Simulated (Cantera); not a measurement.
## Thermodynamics of silicon oxide and oxynitride deposition, feed Si2H6 + NO + H2 + O2

Input: 1 mol Si2H6, 0.51 mol NO, 11 mol H2, 3.2 mol O2, equilibrated at 7.50 Torr.

Equilibrium computed with Cantera from the NASA thermochemical tables; the gas is ideal and each condensed phase is pure. Candidate condensed phases: H2O, Si, SiO2, Si2N2O, Si3N4; 35 gas species. The feed counts by its element totals alone. The tables hold silica as quartz up to 1696 K and as liquid above; real silica turns to tridymite and cristobalite and melts near 1996 K. Kinetics and transport are ignored.

From 1223 K to 1673 K the condensed part is SiO2(β-quartz). At 1723 K the condensed part is SiO2(condensed).

```csv
T (K),x H2,x H2O,x N2,x H,n SiO2(β-quartz),n SiO2(condensed)
1223,0.778,0.204,0.0179,2.65e-6,2.00,0
1273,0.778,0.204,0.0179,6.29e-6,2.00,0
1323,0.778,0.204,0.0179,1.40e-5,2.00,0
1373,0.778,0.204,0.0179,2.94e-5,2.00,0
1423,0.778,0.204,0.0179,5.86e-5,2.00,0
1473,0.778,0.204,0.0179,0.000112,2.00,0
1523,0.778,0.204,0.0179,0.000204,2.00,0
1573,0.778,0.204,0.0179,0.000359,2.00,0
1623,0.777,0.204,0.0179,0.000609,2.00,0
1673,0.777,0.204,0.0179,0.00100,2.00,0
1723,0.776,0.204,0.0179,0.00161,0,2.00
```
x: gas mole fraction; n: condensed amount in mol.
